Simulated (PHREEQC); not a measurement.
Make-up at 80 °C: 0.0044 mol/kgw CdCl2, 0.00015 mol/kgw H3BO3 and 0.42 mol/kgw H2SO4. It is in equilibrium with CO2 at log p = 0 (atm). Otherwise closed; pH follows from the charge balance.

Equilibrium calculation in PHREEQC: ion-association model, phreeqc.dat.

The ionic strength comes out as 0.455 mol/kgw. What activity coefficients do Cd(SO4)2-2, HSO4-, Cl-, H+, SO4-2 get?

Cd(SO4)2-2 0.25, HSO4- 0.70, Cl- 0.63, H+ 0.75, SO4-2 0.18.

No solid was allowed to form. Complexes and solids missing from the database can't appear. Constants without temperature data keep their 25 °C values here.
